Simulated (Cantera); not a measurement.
Charge: 1 mol HCl, 0.086 mol H2O, 0.04 mol O2, held at 1200 Torr.

Cantera equilibrium calculation (NASA polynomials, part measured and part estimated; ideal gas, pure solids and liquids). Candidate condensed phases: H2O; 14 gas species. Kinetics and transport are ignored.

x: gas mole fraction; nothing condenses.

```tsv
T (K)	x HCl	x H2O	x Cl	x O2	x Cl2	x OH
1798	0.825	0.108	0.0311	0.0197	0.0158	0.000348
1848	0.822	0.108	?	0.0192	?	?
1898	0.817	0.109	0.0424	0.0185	0.0120	0.000611
1948	0.812	0.110	?	0.0177	?	?
1998	0.807	0.111	0.0548	0.0167	0.00896	0.00101
2048	0.801	0.113	0.0612	0.0156	0.00770	0.00127
2098	0.794	0.115	0.0677	0.0144	0.00660	0.00158
2148	0.788	0.116	0.0742	0.0132	0.00564	0.00193
2198	0.781	0.118	0.0807	0.0119	0.00482	0.00233
2248	0.774	0.120	0.0870	0.0107	0.00411	0.00278
2298	0.766	0.121	0.0933	0.00955	0.00351	0.00329
2348	0.759	0.122	0.0995	0.00846	0.00300	0.00384
2398	0.751	0.123	0.106	0.00747	0.00257	0.00444
```

**Question.** What belongs in the gaps?

**Answer.** 
- 1848, x Cl: 0.0365
- 1848, x Cl2: 0.0138
- 1848, x OH: 0.000465
- 1948, x Cl: 0.0485
- 1948, x Cl2: 0.0104
- 1948, x OH: 0.000792
